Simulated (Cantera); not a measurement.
Charge: 1 mol CH2F2, 1.6 mol F2, at 3075 K and 1330 Pa.

Equilibrium computed with Cantera from the NASA thermochemical tables; the gas is ideal and each condensed phase is pure. Candidate condensed phases: C, C6H6, C7H8, C8H18; 95 gas species. Rates play no part.

Base state: F 0.518, HF 0.353, CF 0.0593, C3 0.0314, H 0.0141, CF2 0.0128, C 0.00649, C2 0.00381 (mole fractions); condensed: gas only.

What changes in the equilibrium state with this change: temperature from 3075 K to 2775 K?


```csv
species,before,after
F,0.518,0.491
HF,0.353,0.407
CF2,0.0128,0.0642
C3,0.0314,0.00174
H,0.0141,0.00139
CF,0.0593,0.0342
CF4,2.29e-7,4.68e-5
C4,0.000111,2.94e-6
"C(graphite), mol",0,0.487
```
